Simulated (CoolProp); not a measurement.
R13 at 298.15 K and 5.79 MPa is throttled through a valve to 1.52 MPa with no heat exchange. Each further row changes one setting.

Values from CoolProp's reference Helmholtz-energy equation of state, Platzer 1990. This equation is an older, rougher fit; its heat capacities, sound speeds and derivatives of the liquid may be far off and weren't checked against measurements.

```
case                       temperature change (K)                       final phase  final density (kg/m³)
-------------------------  ----------------------  --------------------------------  ---------------------
as stated                                       …                                 …                    220
outlet pressure 0.456 MPa                       …  two-phase, vapour fraction 0.610                      …
outlet pressure 1.98 MPa                        …  two-phase, vapour fraction 0.315                    339
```

Complete the blanks.


- as stated, temperature change (K): -34.9
- as stated, final phase: two-phase, vapour fraction 0.399
- outlet pressure 0.456 MPa, temperature change (K): -72.7
- outlet pressure 0.456 MPa, final density (kg/m³): 46.5
- outlet pressure 1.98 MPa, temperature change (K): -24.8
